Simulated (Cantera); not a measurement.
Feed: 1 mol SiH₂Cl₂, 55 mol N₂, at 752 °C and 0.500 bar.

These are equilibrium values from Cantera (NASA tables, ideal gas, pure condensed phases), not measurements of a reactor. Candidate condensed phases: NH₄Cl, Si, Si₃N₄; 28 gas species. N₂ is the only nitrogen source here; it is nearly inert below about 1500 K, so the nitride shown seldom forms there in practice. Equilibrium is a limit: real reactors are often held back by kinetics, nucleation or transport.

### Question
What is the equilibrium state?

### Answer
```json
{
 "x(N₂)": "0.967",
 "x(HCl)": "0.0246",
 "x(H₂)": "0.00546",
 "x(SiCl₄)": "0.00273",
 "x(SiHCl₃)": "5.20e-6",
 "x(SiCl₃)": "2.37e-6",
 "n(Si₃N₄(s))": "0.282 mol",
 "gas_amount": "56.28 mol",
 "log10 activity of Si(s) (absent)": "-6.66"
}
```
